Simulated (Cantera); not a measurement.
Charge: 1 mol C2H2, 0.2 mol CO2, 1.5 mol N2, at 673 K and 11.0 Pa.

Cantera equilibrium calculation (NASA polynomials, part measured and part estimated; ideal gas, pure solids and liquids). Rates play no part.

```csv
species,before,after
N2,0.528,0.517
H2,0.347,0.345
CO,0.104,0.138
CO2,0.0160,2.07e-8
H2O,0.00434,8.04e-8
HCN,<1e-9,5.25e-5
H,<1e-9,2.61e-5
CH4,0.000202,1.46e-7
"C(graphite), mol",1.86,1.80
```
Gas species are given as mole fractions.

Problem. Name the change that produced these shifts.
(A) temperature from 673 K to 2375 K
(B) temperature from 673 K to 2475 K
(C) CO2 from 0.2 to 0.11 mol
(D) temperature from 673 K to 1248 K

Solution. D, temperature from 673 K to 1248 K
